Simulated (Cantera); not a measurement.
## Reactions in the system Al-C-H-N

Source: NASA polynomial tables (part measured, part estimated), evaluated in Cantera. Values are per mole of reaction as written; species without (g) are pure solids or liquids, kept so even where they would boil at 1 bar.

5 H₂(g) + 6 Al(g) + 6 HCN(g) → 2 C₃H₈(g) + 6 AlN

```csv
T (K),ΔH° (kJ),ΔS° (J/K),ΔG° (kJ),log10 K
300,-4905.8,-2191.2,-4248.4,739.70
2075,-4817.6,-2172.5,-309.7,7.80
2125,-4812.2,-2169.9,-201.1,4.94
2175,-4806.8,-2167.4,-92.7,2.23
2225,-4801.3,-2164.9,15.6,-0.37
2275,-4795.9,-2162.5,123.8,-2.84
2325,-4790.4,-2160.1,231.9,-5.21
```

4 NH₃(g) + 3 C + 4 Al(g) → 3 CH₄(g) + 4 AlN

| T (K) | ΔH° (kJ) | ΔS° (J/K) | ΔG° (kJ) | log10 K |
|---|---|---|---|---|
| 300 | -2630.8 | -807.0 | -2388.7 | 415.91 |
| 2075 | -2561.1 | -755.6 | -993.3 | 25.00 |
| 2125 | -2558.1 | -754.2 | -955.5 | 23.49 |
| 2175 | -2555.1 | -752.7 | -917.8 | 22.04 |
| 2225 | -2552.0 | -751.4 | -880.2 | 20.66 |
| 2275 | -2548.9 | -750.0 | -842.7 | 19.35 |
| 2325 | -2545.8 | -748.6 | -805.2 | 18.09 |
